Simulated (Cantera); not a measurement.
A jet of 1.49 % H2, 19.9 % O2, 78.6 % N2 at 300 K and 3400 Pa hits a platinum plate 2.3 cm away at a mass flux of 0.098 kg/m²/s; the plate temperature is set and raised in steps from an oxygen-covered start.

Computed with Cantera and Deutschmann's 1995 Pt surface mechanism with GRI-Mech 3.0 gas chemistry. Catalytic surfaces can have several steady states; this one follows from the mechanism file's or the stated starting coverage.

x: mole fraction at the wall; θ: surface coverage.

```
plate T (K)  wall x H2  wall x O2  wall x H2O  wall x OH  θ free Pt   θ O*     θ OH*
-----------  ---------  ---------  ----------  ---------  ---------  -----  --------
600            0.00561      0.189      0.0181      <1e-8     0.0488  0.949   0.00243
650            0.00556      0.189      0.0181      <1e-8     0.0517  0.947   0.00164
700            0.00528      0.189      0.0185      <1e-8     0.0585  0.940   0.00122
750                ___      0.188         ___      <1e-8        ___  0.922   0.00103
800            0.00347      0.187      0.0218      <1e-8      0.114  0.885  0.000955
850            0.00266      0.186      0.0232    1.58e-8      0.165  0.834  0.000889
900                ___      0.186      0.0242        ___        ___  0.774       ___
950            0.00173      0.185      0.0248    1.41e-7      0.291  0.708  0.000727
```

Question: Complete the blanks.

Answer: 
- 750, wall x H2: 0.00449
- 750, wall x H2O: 0.0200
- 750, θ free Pt: 0.0774
- 900, wall x H2: 0.00210
- 900, wall x OH: 5.09e-8
- 900, θ free Pt: 0.225
- 900, θ OH*: 0.000811
